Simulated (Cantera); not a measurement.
A Cantera script and what it prints.

```python
import numpy as np
import cantera as ct

gas_names = """
    Electron N N+ N- NO NO+ NO2 NO2- NO3 NO3- N2 N2+ N2- N2O N2O+ O O+ O- O2 O2+ O2- O3 Si Si+ SiN SiO
    SiO2 Si2 Si2N Si3
""".split()
cond_names = """
    Si(cr) Si(L) SiO2(Lqz) SiO2(hqz) SiO2(L) Si2N2O(s) Si3N4(a)
""".split()


# ... load() reads the species with a 1 bar reference pressure and builds the phases ...
atoms = {
    'SiO2': {'Si': 1, 'O': 2},
    'N2': {'N': 2},
}
top_T = {'Si2N2O(s)': 2100, 'Si3N4(a)': 2400}  # K; cautious upper limits of use, not melting points


# ... equilibrate(T, P, feed) seeds the gas with the atoms and calls Mixture.equilibrate('TP', solver="vcs", rtol=1e-11, max_steps=5000) ...
results = []
feed = {'SiO2': 1, 'N2': 1.6}  # mol
P = 133.322  # Pa
for T in [2500, 2750, 3000, 3250, 3500, 3750, 4000, 4250, 4500, 4750, 5000]:
    mix = equilibrate(T, P, feed)
    results.append((T, P, feed, dict(zip(mix.species_names, mix.species_moles))))
    x = sorted(zip(gas.X, gas.species_names), reverse=True)
    print(f"T = {T:g} K  P = {P:g} Pa  gas = {mix.phase_moles(0):.4g} mol")
    print("   x: " + "  ".join(f"{s} {v:.3e}" for v, s in x if v > 1e-06))
    print("   condensed (mol): " + ("  ".join(f"{mix.phase(i).name} {mix.phase_moles(i):.4g}"
          for i in range(1, mix.n_phases) if mix.phase_moles(i) > 1e-12) or "none"))
```

Output:

```
T = 2500 K  P = 133.322 Pa  gas = 3.285 mol
   x: N2 4.813e-01  SiO 3.006e-01  O 1.166e-01  O2 8.627e-02  NO 1.152e-02  SiO2 3.751e-03  N 5.553e-06
   condensed (mol): none
T = 2750 K  P = 133.322 Pa  gas = 3.471 mol
   x: N2 4.559e-01  SiO 2.871e-01  O 2.148e-01  O2 3.114e-02  NO 1.004e-02  SiO2 9.205e-04  N 4.442e-05  Si 3.608e-06
   condensed (mol): none
T = 3000 K  P = 133.322 Pa  gas = 3.563 mol
   x: N2 4.456e-01  SiO 2.804e-01  O 2.599e-01  O2 7.024e-03  NO 6.566e-03  N 2.546e-04  SiO2 2.111e-04  Si 5.705e-05
   condensed (mol): none
T = 3250 K  P = 133.322 Pa  gas = 3.591 mol
   x: N2 4.429e-01  SiO 2.777e-01  O 2.718e-01  NO 4.103e-03  O2 1.577e-03  N 1.125e-03  Si 6.728e-04  SiO2 5.479e-05  Electron 5.494e-06  Si+ 5.311e-06
   condensed (mol): none
T = 3500 K  P = 133.322 Pa  gas = 3.621 mol
   x: N2 4.385e-01  O 2.782e-01  SiO 2.705e-01  Si 5.583e-03  N 4.018e-03  NO 2.691e-03  O2 4.245e-04  Electron 4.820e-05  Si+ 4.803e-05  SiO2 1.671e-05  SiN 4.706e-06
   condensed (mol): none
T = 3750 K  P = 133.322 Pa  gas = 3.733 mol
   x: N2 4.217e-01  O 2.962e-01  SiO 2.374e-01  Si 3.018e-02  N 1.194e-02  NO 1.916e-03  Electron 2.993e-04  Si+ 2.991e-04  O2 1.481e-04  SiN 2.100e-05  SiO2 5.599e-06
   condensed (mol): none
T = 4000 K  P = 133.322 Pa  gas = 4.032 mol
   x: N2 3.811e-01  O 3.381e-01  SiO 1.563e-01  Si 9.047e-02  N 3.001e-02  NO 1.487e-03  Electron 1.231e-03  Si+ 1.231e-03  O2 6.882e-05  SiN 5.153e-05  SiO2 1.719e-06
   condensed (mol): none
T = 4250 K  P = 133.322 Pa  gas = 4.452 mol
   x: O 3.793e-01  N2 3.260e-01  Si 1.524e-01  SiO 6.873e-02  N 6.551e-02  Electron 3.442e-03  Si+ 3.442e-03  NO 1.146e-03  SiN 7.043e-05  O2 3.483e-05
   condensed (mol): none
T = 4500 K  P = 133.322 Pa  gas = 4.833 mol
   x: O 3.905e-01  N2 2.670e-01  Si 1.770e-01  N 1.274e-01  SiO 2.246e-02  Electron 7.368e-03  Si+ 7.367e-03  NO 8.192e-04  SiN 6.598e-05  O2 1.643e-05
   condensed (mol): none
T = 4750 K  P = 133.322 Pa  gas = 5.201 mol
   x: O 3.774e-01  N 2.179e-01  N2 1.984e-01  Si 1.722e-01  Electron 1.347e-02  Si+ 1.347e-02  SiO 6.594e-03  NO 5.380e-04  SiN 4.992e-05  O2 7.435e-06
   condensed (mol): none
T = 5000 K  P = 133.322 Pa  gas = 5.613 mol
   x: O 3.541e-01  N 3.205e-01  Si 1.539e-01  N2 1.246e-01  Electron 2.225e-02  Si+ 2.225e-02  SiO 1.938e-03  NO 3.228e-04  SiN 3.227e-05  O2 3.408e-06  NO+ 1.066e-06
   condensed (mol): none
```

Equilibrium computed with Cantera from the NASA thermochemical tables; the gas is ideal and each condensed phase is pure. The tables' values for SiO2, SiN are old estimates; treat these amounts as uncertain.
